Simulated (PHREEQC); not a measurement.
Make-up at 25 °C: 0.2 mol NH4Cl, 0.0031 mol LiCl and 0.0014 mol NaHF2 per kg of water. Closed to the air; pH follows from the charge balance.

The numbers come from PHREEQC with the ion-association model, wateq4f.dat.

```yaml
pH: 3.36
ionic_strength: 0.205 mol/kgw
activity_of_water: 0.993
total_alkalinity: -1.40 meq/kg
```

| species | molality | activity | log γ |
|---|---|---|---|
| Cl- | 0.203 | 0.144 | -0.149 |
| NH4+ | 0.200 | 0.149 | -0.128 |
| Li+ | 0.00310 | 0.00234 | -0.122 |
| F- | 0.00194 | 0.00136 | -0.152 |
| Na+ | 0.00140 | 0.00104 | -0.129 |
| HF | 0.000846 | 0.000887 | 0.021 |

Precipitation was switched off in this run.
